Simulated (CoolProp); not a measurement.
Toluene at several states: density (kg/m³) from the reference equation and from simpler models built on Tc = 591.7 K, pc = 4.126 MPa, ω = 0.266; each cubic takes its own stable root.

Values from CoolProp's reference Helmholtz-energy equation of state, Lemmon 2006. It is a short technical equation, of lower accuracy than the large ones.

```json
[
 {"T (K)": "566.3", "p (MPa)": "6.35", "phase": "liquid", "reference": "554.6"},
 {"T (K)": "461", "p (MPa)": "2.36", "phase": "liquid", "reference": "697.0"},
 {"T (K)": "357.7", "p (MPa)": "0.483", "phase": "liquid", "reference": "805.8"},
 {"T (K)": "397.4", "p (MPa)": "0.0646", "phase": "gas", "reference": "1.843"},
 {"T (K)": "334.6", "p (MPa)": "0.312", "phase": "liquid", "reference": "828.1"},
 {"T (K)": "278", "p (MPa)": "0.0852", "phase": "liquid", "reference": "880.9"}
]
```

Question: How far does each simpler model (Soave-Redlich-Kwong, Peng-Robinson) lie from the reference over these 6 states: mean and median of the absolute difference, and the worst?

Answer: 
- Soave-Redlich-Kwong: mean 9.9 %, median 11.0 %, worst -15.3 % at 566.3 K and 6.35 MPa
- Peng-Robinson: mean 1.4 %, median 0.6 %, worst -5.1 % at 566.3 K and 6.35 MPa
